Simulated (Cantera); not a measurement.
Premixed flame

A freely propagating, adiabatic, planar premixed flame of 9.17 % CH4, 19.1 % O2, 71.8 % N2, equivalence ratio 0.96, unburnt at 575 K and 1.00 bar; multicomponent transport, grid criteria slope 0.08 and curve 0.16, no radiation.

Computed with Cantera and GRI-Mech 3.0 (53 species, 325 reactions). Burning velocities carry a grid error of a few per cent, more on coarse grids.

```json
[
 {"z (mm)": "-1.04", "T (K)": "575", "u (m/s)": "1.19", "x CH4": "0.0916", "x O2": "0.190", "x CH3": "2.12e-8", "x CH2CO": "<1e-8", "x CH2O": "7.36e-8", "x H": "<1e-8"},
 {"z (mm)": "-0.691", "T (K)": "576", "u (m/s)": "1.19", "x CH4": "0.0914", "x O2": "0.190", "x CH3": "2.32e-7", "x CH2CO": "<1e-8", "x CH2O": "1.19e-6", "x H": "<1e-8"},
 {"z (mm)": "-0.519", "T (K)": "582", "u (m/s)": "1.21", "x CH4": "0.0908", "x O2": "0.189", "x CH3": "1.30e-6", "x CH2CO": "4.67e-8", "x CH2O": "9.12e-6", "x H": "<1e-8"},
 {"z (mm)": "-0.346", "T (K)": "628", "u (m/s)": "1.31", "x CH4": "0.0878", "x O2": "0.186", "x CH3": "1.19e-5", "x CH2CO": "7.91e-7", "x CH2O": "9.24e-5", "x H": "5.91e-7"},
 {"z (mm)": "-0.173", "T (K)": "980", "u (m/s)": "2.07", "x CH4": "0.0652", "x O2": "0.157", "x CH3": "0.000384", "x CH2CO": "2.35e-5", "x CH2O": "0.000759", "x H": "0.000120"},
 {"z (mm)": "-0.0864", "T (K)": "1383", "u (m/s)": "2.95", "x CH4": "0.0363", "x O2": "0.117", "x CH3": "0.00204", "x CH2CO": "8.99e-5", "x CH2O": "0.00112", "x H": "0.000829"},
 {"z (mm)": "0", "T (K)": "1769", "u (m/s)": "3.80", "x CH4": "0.00868", "x O2": "0.0692", "x CH3": "0.00217", "x CH2CO": "0.000108", "x CH2O": "0.000728", "x H": "0.00354"},
 {"z (mm)": "0.0864", "T (K)": "1928", "u (m/s)": "4.15", "x CH4": "0.000636", "x O2": "0.0412", "x CH3": "0.000263", "x CH2CO": "1.85e-5", "x CH2O": "0.000117", "x H": "0.00678"},
 {"z (mm)": "0.173", "T (K)": "1973", "u (m/s)": "4.23", "x CH4": "2.45e-5", "x O2": "0.0315", "x CH3": "1.11e-5", "x CH2CO": "9.13e-7", "x CH2O": "5.66e-6", "x H": "0.00813"},
 {"z (mm)": "0.346", "T (K)": "2024", "u (m/s)": "4.31", "x CH4": "5.28e-8", "x O2": "0.0263", "x CH3": "2.69e-8", "x CH2CO": "<1e-8", "x CH2O": "1.37e-8", "x H": "0.00804"},
 {"z (mm)": "0.691", "T (K)": "2090", "u (m/s)": "4.43", "x CH4": "<1e-8", "x O2": "0.0233", "x CH3": "<1e-8", "x CH2CO": "<1e-8", "x CH2O": "<1e-8", "x H": "0.00641"},
 {"z (mm)": "1.38", "T (K)": "2167", "u (m/s)": "4.57", "x CH4": "<1e-8", "x O2": "0.0205", "x CH3": "<1e-8", "x CH2CO": "<1e-8", "x CH2O": "<1e-8", "x H": "0.00422"},
 {"z (mm)": "2.77", "T (K)": "2242", "u (m/s)": "4.71", "x CH4": "<1e-8", "x O2": "0.0176", "x CH3": "<1e-8", "x CH2CO": "<1e-8", "x CH2O": "<1e-8", "x H": "0.00245"}
]
```
x: mole fraction of selected species; z is measured from the peak of heat release.

The laminar burning velocity is 119 cm/s. The thermal thickness is 0.346 mm. The peak x(CH3) is 0.00278 and the peak x(CH2CO) comes out as 0.000124. The peak x(CH2O) is 0.00113 and the peak x(H) is 0.00832.
